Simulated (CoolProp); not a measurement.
A simple Rankine cycle with chloromethane (R40): condensing at 312.15 K, boiler at 2.41 MPa, turbine inlet 397.6 K, turbine efficiency 0.65, pump efficiency 0.8, no recuperator. Each further row changes one setting.

Values from CoolProp's reference Helmholtz-energy equation of state, Thol 2014.

```tsv
case	thermal efficiency (%)	net work (kJ/kg)	heat in (kJ/kg)	turbine exit temperature (K)	volume ratio over the turbine
as stated	7.7	32.0	417	339.2	2.62
turbine inlet 417.6 K	7.9	35.0	442	…	2.62
condensing temperature 304.15 K	8.9	38.2	431	328.8	…
boiler pressure 1.69 MPa	5.4	23.4	431	360.7	1.88
turbine efficiency 0.55	…	26.7	417	…	…
```

**Question.** Complete the blanks.

**Answer.** 
- turbine inlet 417.6 K, turbine exit temperature (K): 359.9
- condensing temperature 304.15 K, volume ratio over the turbine: 3.20
- turbine efficiency 0.55, thermal efficiency (%): 6.4
- turbine efficiency 0.55, turbine exit temperature (K): 344.2
- turbine efficiency 0.55, volume ratio over the turbine: 2.68
